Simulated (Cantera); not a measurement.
A Cantera script and its output.

```python
import numpy as np
import cantera as ct

gas = ct.Solution("h2o2.yaml")
gas.TPX = 450, 39000, {'H2': 1, 'O2': 0.877, 'N2': 3.3, 'H2O': 0.28}
flame = ct.FreeFlame(gas, width=0.077)
flame.set_refine_criteria(ratio=3, slope=0.08, curve=0.16)
flame.transport_model = "mixture-averaged"
flame.solve(loglevel=0, auto=True)
z, T = flame.grid, flame.T
thick = (T[-1] - T[0]) / np.gradient(T, z).max()
show = ['H2', 'O2', 'HO2', 'H2O', 'O', 'H']
print(f"laminar burning velocity  {flame.velocity[0] * 100:.3f} cm/s")
print(f"burnt temperature         {T[-1]:.1f} K")
print(f"thermal thickness         {thick * 1e3:.4f} mm")
print(f"grid points               {len(z)}")
z0 = z[flame.heat_release_rate.argmax()]
print(f"{'z/mm':>9s}{'T/K':>9s}{'u/(m/s)':>9s}" + "".join(f"{s:>11s}" for s in show))
rows = []
for k in (-3, -2, -1.5, -1, -0.5, -0.25, 0, 0.25, 0.5, 1, 2, 4, 8):
    zz = z0 + k * thick
    rows.append([k * thick, np.interp(zz, z, T), np.interp(zz, z, flame.velocity),
                 *(np.interp(zz, z, flame.X[gas.species_index(s)]) for s in show)])
    print(f"{rows[-1][0] * 1e3:9.3f}{rows[-1][1]:9.1f}{rows[-1][2]:9.3f}" + "".join(f"{x:11.3e}" for x in rows[-1][3:]))
```

It prints:

```
laminar burning velocity  177.503 cm/s
burnt temperature         1800.5 K
thermal thickness         1.2085 mm
grid points               112
     z/mm      T/K  u/(m/s)         H2         O2        HO2        H2O          O          H
   -3.625    450.0    1.775  1.832e-01  1.607e-01  1.100e-10  5.131e-02  3.117e-12  2.008e-14
   -2.417    450.0    1.775  1.831e-01  1.607e-01  5.057e-09  5.132e-02  1.379e-10  9.001e-13
   -1.813    450.1    1.774  1.825e-01  1.608e-01  5.337e-08  5.136e-02  1.281e-09  8.542e-12
   -1.208    450.7    1.772  1.802e-01  1.613e-01  1.354e-06  5.154e-02  2.260e-08  6.450e-10
   -0.604    495.6    1.908  1.597e-01  1.637e-01  1.866e-04  5.603e-02  5.018e-06  3.195e-05
   -0.302    724.9    2.719  1.223e-01  1.574e-01  1.561e-04  8.245e-02  1.697e-04  1.701e-03
    0.000   1052.4    3.874  6.951e-02  1.322e-01  7.103e-05  1.399e-01  2.271e-03  8.938e-03
    0.302   1292.1    4.729  2.871e-02  9.995e-02  4.021e-05  1.960e-01  6.092e-03  1.441e-02
    0.604   1426.2    5.204  1.418e-02  8.551e-02  2.842e-05  2.198e-01  7.401e-03  1.318e-02
    1.208   1557.6    5.654  8.781e-03  7.968e-02  1.992e-05  2.325e-01  6.221e-03  8.063e-03
    2.417   1665.1    6.011  5.615e-03  7.766e-02  1.299e-05  2.411e-01  3.903e-03  3.567e-03
    4.834   1737.0    6.244  2.833e-03  7.692e-02  7.165e-06  2.478e-01  1.924e-03  1.155e-03
    9.668   1775.3    6.366  1.123e-03  7.697e-02  3.253e-06  2.518e-01  7.558e-04  2.744e-04
```

Detailed kinetics in Cantera: the H2/O2 subset of GRI-Mech 3.0, which has no nitrogen chemistry. Burning velocities carry a grid error of a few per cent, more on coarse grids. Lean hydrogen flames are cellular in practice and burn faster than this planar one.
